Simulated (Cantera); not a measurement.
Input (Python, Cantera) and output of one run.

```python
import numpy as np
import cantera as ct

gas_names = """
    H HO2 H2 H2O H2O2 H2S H2SO4 O OH O2 O3 S SH SO SO2 SO3 S2 S2O S8
""".split()
cond_names = """
    H2O(s) H2O(L) H2SO4(L) S(cr1) S(cr2) S(L)
""".split()


# ... load() reads the species with a 1 bar reference pressure and builds the phases ...
atoms = {
    'S': {'S': 1},
    'O2': {'O': 2},
    'H2': {'H': 2},
}
top_T = {}  # K; cautious upper limits of use, not melting points


# ... equilibrate(T, P, feed) seeds the gas with the atoms and calls Mixture.equilibrate('TP', solver="vcs", rtol=1e-11, max_steps=5000) ...
results = []
feed = {'S': 1, 'O2': 0.47, 'H2': 0.84}  # mol
P = 420  # Pa
for T in [1975, 2000, 2025, 2050, 2075, 2100, 2125, 2150, 2175, 2200, 2225, 2250, 2275, 2300]:
    mix = equilibrate(T, P, feed)
    results.append((T, P, feed, dict(zip(mix.species_names, mix.species_moles))))

top = {s: max(r[3][s] / sum(r[3][g] for g in gas_names) for r in results) for s in gas_names}
cols = sorted((s for s in top if top[s] > 0.001), key=lambda s: -top[s])[:6]
seen = [c for c in cond_names if any(r[3].get(c, 0) > 1e-12 for r in results)]
print("log10 of partial pressures in bar; condensed amounts in mol")
print(f"{'T/K':>10s}" + "".join(f"{s[:9]:>10s}" for s in cols + seen))
for T, P, feed, n in results:
    ng = sum(n[g] for g in gas_names)
    print(f"{T:10.4g}" + "".join(f"{np.log10(max(n[s] / ng * P / 1e5, 1e-99)):10.3f}" for s in cols)
          + "".join(f"{n.get(c, 0):10.4g}" for c in seen))
```

It prints:

```
log10 of partial pressures in bar; condensed amounts in mol
       T/K        H2       H2O        S2        SO       SO2         S
      1975    -2.913    -3.003    -3.099    -3.437    -3.221    -4.119
      2000    -2.907    -3.019    -3.114    -3.403    -3.226    -4.055
      2025    -2.903    -3.035    -3.131    -3.370    -3.231    -3.993
      2050    -2.899    -3.052    -3.149    -3.340    -3.236    -3.933
      2075    -2.895    -3.069    -3.168    -3.311    -3.243    -3.876
      2100    -2.893    -3.087    -3.188    -3.283    -3.251    -3.821
      2125    -2.892    -3.105    -3.210    -3.258    -3.259    -3.768
      2150    -2.891    -3.123    -3.234    -3.234    -3.268    -3.717
      2175    -2.892    -3.143    -3.259    -3.211    -3.278    -3.669
      2200    -2.893    -3.162    -3.287    -3.190    -3.289    -3.623
      2225    -2.896    -3.182    -3.316    -3.171    -3.301    -3.580
      2250    -2.900    -3.202    -3.348    -3.154    -3.313    -3.539
      2275    -2.905    -3.223    -3.382    -3.138    -3.326    -3.500
      2300    -2.911    -3.245    -3.418    -3.123    -3.339    -3.464
```

Equilibrium computed with Cantera from the NASA thermochemical tables; the gas is ideal and each condensed phase is pure.
